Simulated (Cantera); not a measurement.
## Thermodynamics of silicon nitride deposition, feed SiCl4 + NH3 + N2

Input: 1 mol SiCl4, 0.62 mol NH3, 2.5 mol N2, held at 777 °C and 0.100 bar.

Cantera equilibrium calculation (NASA polynomials, part measured and part estimated; ideal gas, pure solids and liquids). Candidate condensed phases: NH4Cl, Si, Si3N4; 28 gas species. The tables' values for SiCl3 are old estimates; treat these amounts as uncertain. The numbers say what is thermodynamically allowed, not how fast it happens.

```yaml
x(N2): 0.539
x(HCl): 0.248
x(SiCl4): 0.144
x(H2): 0.0678
x(SiHCl3): 0.000408
x(SiCl3): 0.000159
x(SiCl2): 3.18e-6
n(Si3N4(s)): 0.0999 mol
gas_amount: 4.840 mol
log10 activity of Si(s) (absent): -5.73
```
